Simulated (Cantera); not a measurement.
What does this Cantera script print?

```python
import numpy as np
import cantera as ct

gas_names = """
    CL CL2 H HCL H2 Si SiCL SiCL2 SiCL3 SiCL4 SiH SiHCL3 SiH2 SiH2CL2 SiH3 SiH3CL SiH4 Si2 Si3
""".split()
cond_names = """
    Si(cr) Si(L)
""".split()


def load(file, names, dense=False):
    # The tables refer to 1 bar. Condensed volumes are neglected.
    table = {s.name: s for s in ct.Species.list_from_file(file)}
    out = []
    for n in names:
        d = dict(table[n].input_data)
        d["thermo"] = dict(d["thermo"], **{"reference-pressure": 1e5})
        if dense:
            d["equation-of-state"] = {"model": "constant-volume", "density": "1e6 g/cm^3"}
        out.append(ct.Species.from_dict(d))
    return out


gas = ct.Solution(thermo="ideal-gas", species=load("nasa_gas.yaml", gas_names))
cond = {s.name: ct.Solution(thermo="fixed-stoichiometry", species=[s], name=s.name)
        for s in load("nasa_condensed.yaml", cond_names, dense=True)}
atoms = {
    'Si2Cl6': {'Si': 2, 'CL': 6},
    'Cl2': {'CL': 2},
    'H2': {'H': 2},
}
top_T = {}  # K; cautious upper limits of use, not melting points


def equilibrate(T, P, feed):
    n = {}
    for name, mol in feed.items():
        for a, k in atoms[name].items():
            n[a] = n.get(a, 0.0) + k * mol
    gas.TPX = T, P, n
    mass = sum(n.values()) * gas.mean_molecular_weight
    gas.equilibrate("TP")
    valid = [c for c in cond.values() if c.min_temp <= T <= top_T.get(c.name, c.max_temp)]
    mix = ct.Mixture([(gas, mass / gas.mean_molecular_weight)] + [(c, 0.0) for c in valid])
    mix.T, mix.P = T, P
    mix.equilibrate("TP", solver="vcs", rtol=1e-11, max_steps=5000)
    return mix


results = []
feed = {'Si2Cl6': 1, 'Cl2': 0.047, 'H2': 52}  # mol
P = 100000  # Pa
for T in [1023, 1073, 1123, 1173, 1223, 1273, 1323, 1373, 1423, 1473, 1523, 1573, 1623]:
    mix = equilibrate(T, P, feed)
    results.append((T, P, feed, dict(zip(mix.species_names, mix.species_moles))))

top = {s: max(r[3][s] / sum(r[3][g] for g in gas_names) for r in results) for s in gas_names}
cols = sorted((s for s in top if top[s] > 1e-05), key=lambda s: -top[s])[:5]
seen = [c for c in cond_names if any(r[3].get(c, 0) > 1e-12 for r in results)]
print("log10 of partial pressures in bar; condensed amounts in mol")
print(f"{'T/K':>10s}" + "".join(f"{s[:9]:>10s}" for s in cols + seen))
for T, P, feed, n in results:
    ng = sum(n[g] for g in gas_names)
    print(f"{T:10.4g}" + "".join(f"{np.log10(max(n[s] / ng * P / 1e5, 1e-99)):10.3f}" for s in cols)
          + "".join(f"{n.get(c, 0):10.4g}" for c in seen))
```

It prints:

```
log10 of partial pressures in bar; condensed amounts in mol
       T/K        H2       HCL     SiCL2     SiCL4    SiHCL3    Si(cr)
      1023    -0.018    -2.049    -3.831    -1.823    -1.864    0.3667
      1073    -0.019    -1.888    -3.468    -1.846    -1.888     0.422
      1123    -0.021    -1.745    -3.145    -1.879    -1.920    0.4881
      1173    -0.023    -1.619    -2.858    -1.926    -1.962    0.5622
      1223    -0.025    -1.509    -2.608    -1.992    -2.018    0.6396
      1273    -0.028    -1.416    -2.392    -2.083    -2.092    0.7139
      1323    -0.031    -1.340    -2.212    -2.203    -2.189    0.7786
      1373    -0.033    -1.280    -2.068    -2.358    -2.311    0.8288
      1423    -0.036    -1.236    -1.957    -2.549    -2.459    0.8628
      1473    -0.037    -1.206    -1.877    -2.771    -2.629    0.8822
      1523    -0.039    -1.187    -1.821    -3.014    -2.816    0.8904
      1573    -0.040    -1.176    -1.782    -3.269    -3.011    0.8911
      1623    -0.040    -1.169    -1.755    -3.526    -3.206    0.8869
```

These are equilibrium values from Cantera (NASA tables, ideal gas, pure condensed phases), not measurements of a reactor. The feed counts by its element totals alone. The tables' values for SiCl3 are old estimates; treat these amounts as uncertain.
